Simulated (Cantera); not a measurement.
An adiabatic, constant-volume homogeneous reactor starts with H₂ : O₂ : N₂ : NO = 1 : 0.568 : 2.14 : 0.0096 (molar parts), at 1700 K and 0.920 bar. Integrator tolerance rtol = 1e-08.

Model: GRI-Mech 3.0 (53 species, 325 reactions), integrated in Cantera.

Question: What does this change do: pressure from 0.920 bar to 5.80 bar?

Answer: 
| quantity | before | after |
|---|---|---|
| time of steepest temperature rise | 7.96 µs | 1.30 µs |
| temperature at 10.0 s | 2983 K | 3182 K |
| equilibrium temperature | 2983 K | 3182 K |
| x(H₂) at 10.0 s | 0.0459 (gas-phase equilibrium 0.0459) | 0.0392 (gas-phase equilibrium 0.0392) |
| x(O₂) at 10.0 s | 0.0263 (gas-phase equilibrium 0.0263) | 0.0225 (gas-phase equilibrium 0.0225) |
| x(NO) at 10.0 s | 0.0147 (gas-phase equilibrium 0.0147) | 0.0172 (gas-phase equilibrium 0.0172) |
| x(O) at 10.0 s | 0.0143 (gas-phase equilibrium 0.0143) | 0.00979 (gas-phase equilibrium 0.00979) |
| x(HO₂) at 10.0 s | 1.39e-5 (gas-phase equilibrium 1.39e-5) | 2.90e-5 (gas-phase equilibrium 2.90e-5) |
| x(H) at 10.0 s | 0.0266 (gas-phase equilibrium 0.0266) | 0.0170 (gas-phase equilibrium 0.0170) |
| x(OH) at 10.0 s | 0.0403 (gas-phase equilibrium 0.0403) | 0.0377 (gas-phase equilibrium 0.0377) |
The hydrogen kinetics of GRI-Mech 3.0 are dated; newer H2 mechanisms differ, most at raised pressure. Above 3000 K some thermodynamic fits are extrapolated.

Question: What does this change do: pressure from 0.920 bar to 1.00 bar?

Answer: 
| quantity | before | after |
|---|---|---|
| time of steepest temperature rise | 7.96 µs | 7.33 µs |
| temperature at 10.0 s | 2983 K | 2992 K |
| equilibrium temperature | 2983 K | 2992 K |
| x(H₂) at 10.0 s | 0.0459 (gas-phase equilibrium 0.0459) | 0.0457 (gas-phase equilibrium 0.0457) |
| x(O₂) at 10.0 s | 0.0263 (gas-phase equilibrium 0.0263) | 0.0261 (gas-phase equilibrium 0.0261) |
| x(NO) at 10.0 s | 0.0147 (gas-phase equilibrium 0.0147) | 0.0148 (gas-phase equilibrium 0.0148) |
| x(O) at 10.0 s | 0.0143 (gas-phase equilibrium 0.0143) | 0.0141 (gas-phase equilibrium 0.0141) |
| x(HO₂) at 10.0 s | 1.39e-5 (gas-phase equilibrium 1.39e-5) | 1.44e-5 (gas-phase equilibrium 1.44e-5) |
| x(H) at 10.0 s | 0.0266 (gas-phase equilibrium 0.0266) | 0.0261 (gas-phase equilibrium 0.0261) |
| x(OH) at 10.0 s | 0.0403 (gas-phase equilibrium 0.0403) | 0.0402 (gas-phase equilibrium 0.0402) |
